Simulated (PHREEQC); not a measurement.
Dissolve 0.013 mol NH4HF2, 0.0011 mol (NH4)2SiF6, 0.061 mol H3PO4 and 7.4e-05 mol HCl per kg of water at 20 °C. Closed to the air; pH follows from the charge balance.

Model: ion-association model, wateq4f.dat, run in PHREEQC.

Task: The ionic strength comes out as 0.0301 mol/kgw. What activity coefficients do NH4+, HF2-, F-, Cl-, SiF6-2 get?

Result: NH4+ 0.85, HF2- 0.85, F- 0.85, Cl- 0.85, SiF6-2 0.53.

This is a speciation only: nothing precipitates in the calculation. Complexes and solids missing from the database can't appear. wateq4f.dat counts part of the HF as a dimer, H2F2, which phreeqc.dat doesn't know; its constant is uncertain. H3PO4, which wateq4f.dat lacks, is added to it with the constant of phreeqc.dat. SiF6-2 is the database's only silicon fluoride.
